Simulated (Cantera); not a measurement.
Mixture: CH4 : H2 : O2 : N2 = 1 : 0.13 : 3.23 : 12.1 (molar parts), at 7500 Torr, adiabatic and at constant pressure. Ignition delay is the time to a rise of 400 K.

Model: GRI-Mech 3.0 (53 species, 325 reactions), integrated in Cantera.

**Question.** Predict: delay at 1073 K; delay at 1173 K; delay at 1273 K; delay at 1373 K; apparent activation energy between 1323 and 1423 K.

**Answer.** 
```json
{
 "delay at 1073 K": "5.55 ms",
 "delay at 1173 K": "1.55 ms",
 "delay at 1273 K": "0.600 ms",
 "delay at 1373 K": "0.254 ms",
 "apparent activation energy between 1323 and 1423 K": "130 kJ/mol"
}
```
